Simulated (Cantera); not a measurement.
Cantera run, input and output.

```python
import numpy as np
import cantera as ct

gas = ct.Solution("gri30.yaml", transport_model="multicomponent")
show = ['C2H2', 'CH3', 'OH']

rows = []
print(f"{'T/K':>7s}{'rho':>11s}{'cp':>10s}{'mu':>11s}{'lambda':>11s}{'Pr':>7s}" + "".join(f"{'D_' + s:>11s}" for s in show))
for T in [400, 600, 800, 1000, 1200, 1400]:
    gas.TPX = T, 140000, {'N2': 0.31, 'O2': 0.54}
    Pr = gas.cp_mass * gas.viscosity / gas.thermal_conductivity
    D = [gas.mix_diff_coeffs_mole[gas.species_index(s)] for s in show]
    rows.append([gas.density, gas.cp_mass, gas.viscosity, gas.thermal_conductivity, Pr, *D])
    print(f"{T:7g}{gas.density:11.4e}{gas.cp_mass:10.1f}{gas.viscosity:11.4e}"
          f"{gas.thermal_conductivity:11.4e}{Pr:7.3f}" + "".join(f"{d:11.4e}" for d in D))
print("SI units: kg/m3, J/kg/K, Pa s, W/m/K, m2/s")
```

Result:

```
    T/K        rho        cp         mu     lambda     Pr     D_C2H2      D_CH3       D_OH
    400 1.2858e+00     976.6 2.4437e-05 3.3519e-02  0.712 2.0284e-05 2.7297e-05 3.8302e-05
    600 8.5720e-01    1026.5 3.2445e-05 4.6915e-02  0.710 4.1299e-05 5.5036e-05 7.6326e-05
    800 6.4290e-01    1076.8 3.9351e-05 5.9742e-02  0.709 6.7590e-05 8.9654e-05 1.2369e-04
   1000 5.1432e-01    1116.7 4.5580e-05 7.1803e-02  0.709 9.8584e-05 1.3044e-04 1.7948e-04
   1200 4.2860e-01    1144.0 5.1339e-05 8.2901e-02  0.708 1.3390e-04 1.7690e-04 2.4304e-04
   1400 3.6737e-01    1166.5 5.6746e-05 9.3478e-02  0.708 1.7326e-04 2.2869e-04 3.1390e-04
SI units: kg/m3, J/kg/K, Pa s, W/m/K, m2/s
```

Cantera simulation using GRI-Mech 3.0 (53 species, 325 reactions); the numbers are that mechanism's predictions, not measurements.
